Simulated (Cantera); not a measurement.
Input: 1 mol MgCO3, 0.035 mol C, 0.092 mol H2, equilibrated at 773 K and 13300 Pa.

Cantera equilibrium calculation (NASA polynomials, part measured and part estimated; ideal gas, pure solids and liquids). Candidate condensed phases: C, C6H6, C7H8, C8H18, H2O, Mg, MgCO3, MgO, Mg(OH)2; 116 gas species. Equilibrium is a limit: real reactors are often held back by kinetics, nucleation or transport.

**Question.** What is the equilibrium state?

**Answer.** 
```json
{
  "x(CO2)": "0.809",
  "x(CO)": "0.110",
  "x(H2O)": "0.0480",
  "x(H2)": "0.0334",
  "x(CH4)": "0.000153",
  "n(MgO(s))": "1.00 mol",
  "gas_amount": "1.127 mol",
  "log10 activity of C(graphite) (absent)": "-0.31",
  "log10 activity of MgCO3(s) (absent)": "-2.07",
  "log10 activity of Mg(s) (absent)": "-21.31"
}
```
